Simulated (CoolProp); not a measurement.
Properties of octamethyltrisiloxane (MDM) along the isotherm 301.85 °C (Tc = 292.2 °C, pc = 1.438 MPa, ω = 0.528).

Computed with CoolProp (reference Helmholtz-energy equation of state, Thol 2017).

```csv
p (MPa),phase,Joule-Thomson coefficient (K/MPa),fugacity coefficient
0.0227,gas,8.205,0.9951
0.0404,gas,8.263,0.9912
0.0719,gas,8.368,0.9844
0.128,gas,8.563,0.9723
0.227,gas,8.938,0.9510
0.404,gas,9.723,0.9131
0.719,gas,11.67,0.8458
1.28,gas,19.89,0.7245
2.27,supercritical,3.672,0.5020
4.04,supercritical,0.9712,0.3414
7.19,supercritical,0.2605,0.2599
```
